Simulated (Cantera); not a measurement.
A perfectly stirred reactor is fed with 62.1 % NH3, 37.9 % H2, at 0.310 bar; it is held at 1825 K, and followed from long to short residence time.

Detailed kinetics in Cantera: the gas-phase N/H chemistry of the illustrative SiF4/NH3 mechanism in the Surface Chemkin manual (1991). Walls and surfaces, which speed up NH3 decomposition in real reactors, are not modelled.

Question: Predict: x(NH3) at τ = 0.310 s; x(H2) at τ = 0.310 s; x(N2) at τ = 0.310 s; x(NH) at τ = 0.310 s; x(NH2) at τ = 0.310 s; x(NH3) at τ = 15.0 ms; x(H2) at τ = 15.0 ms; x(N2) at τ = 15.0 ms; x(NH) at τ = 15.0 ms; x(NH2) at τ = 15.0 ms.

Answer: 
| Item | Value |
|---|---|
| x(NH3) at τ = 0.310 s | 0.434 |
| x(H2) at τ = 0.310 s | 0.508 |
| x(N2) at τ = 0.310 s | 0.0576 |
| x(NH) at τ = 0.310 s | 3.07e-6 |
| x(NH2) at τ = 0.310 s | 0.000289 |
| x(NH3) at τ = 15.0 ms | 0.608 |
| x(H2) at τ = 15.0 ms | 0.387 |
| x(N2) at τ = 15.0 ms | 0.00380 |
| x(NH) at τ = 15.0 ms | 3.17e-6 |
| x(NH2) at τ = 15.0 ms | 0.000352 |
